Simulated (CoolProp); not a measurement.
Properties of n-heptane along the isotherm 600 K.

Values from CoolProp's reference Helmholtz-energy equation of state, Span 2003. It is a short technical equation, of lower accuracy than the large ones.

```tsv
p (kPa)	phase	Joule-Thomson coefficient (K/MPa)	Prandtl number
1070	gas	6.463	0.748
2130	gas	7.646	0.835
3200	supercritical	8.960	1.06
4270	supercritical	9.342	1.58
5330	supercritical	6.121	2.21
6400	supercritical	3.141	2.38
7470	supercritical	1.929	2.47
8530	supercritical	1.332	2.54
9600	supercritical	0.9766	2.60
10700	supercritical	0.7375	2.66
11700	supercritical	0.5831	2.70
12800	supercritical	0.4559	2.75
13900	supercritical	0.3582	2.79
```

Viscosity comes from a separate model (Michailidou 2014). Thermal conductivity comes from a separate model (Assael 2013).
